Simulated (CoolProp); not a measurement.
Aqueous magnesium chloride as a coolant, 15 % by mass, freezing at -16.8 °C, 1 atm.

Values from CoolProp's Melinder's fits for secondary coolants.

```csv
T (°C),conductivity (W/(m K)),viscosity (mPa s),Prandtl number,cp (kJ/(kg K))
-12.1,0.506,5.60,36.2,3.268
-8.3,0.513,…,31.1,3.278
-4.5,…,…,…,3.287
-0.6,0.526,3.72,23.3,3.297
3.2,0.533,3.29,20.4,3.306
7,0.540,2.91,17.9,3.315
10.9,0.547,2.59,15.7,3.324
14.7,0.553,2.31,13.9,3.333
18.5,0.560,2.06,12.3,3.341
22.4,0.567,1.84,10.9,3.350
26.2,0.573,1.65,9.64,3.359
30,0.580,1.47,8.54,3.368
33.9,0.586,1.31,7.53,3.377
```

Problem. Complete the blanks.

Solution. 
- -8.3, viscosity (mPa s): 4.86
- -4.5, conductivity (W/(m K)): 0.519
- -4.5, viscosity (mPa s): 4.25
- -4.5, Prandtl number: 26.9
